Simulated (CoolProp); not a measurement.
Vapour-liquid equilibrium of benzene (1) + octamethylcyclotetrasiloxane (D4) (2) at 100.85 °C; x and y are mole fractions of (1).

The numbers come from the multi-fluid Helmholtz-energy mixture model, Thol 2012 and Thol 2015; pair parameters Bell 2016 in CoolProp.

```csv
x,"bubble pressure, mixture model (bar)","bubble pressure, Raoult's law (bar)","y, mixture model","y, Raoult's law"
0.05,0.1604,0.1782,0.460,0.517
0.125,0.2794,0.3096,?,0.744
0.2,?,0.4411,?,0.836
0.275,0.5421,0.5726,?,0.885
0.35,0.6751,0.7041,0.910,0.916
0.425,0.8058,0.8356,0.933,0.938
0.5,0.9341,0.9670,0.949,0.953
0.575,1.061,1.099,0.961,0.965
0.65,1.189,1.230,0.971,0.974
0.725,1.321,1.361,0.979,0.982
0.8,?,1.493,0.986,0.988
0.875,1.601,1.624,0.992,0.993
0.95,1.748,1.756,0.997,0.997
```

Question: Fill in the missing entries.

Answer: 
- 0.125, y, mixture model: 0.713
- 0.2, bubble pressure, mixture model (bar): 0.4087
- 0.2, y, mixture model: 0.820
- 0.275, y, mixture model: 0.876
- 0.8, bubble pressure, mixture model (bar): 1.458

The largest gap from Raoult's law is -10.0 % in bubble pressure, at x = 0.05. No azeotrope shows between x = 0.05 and 0.95.

Pair parameters are fitted to limited data, so mixtures are less certain than the pure fluids.
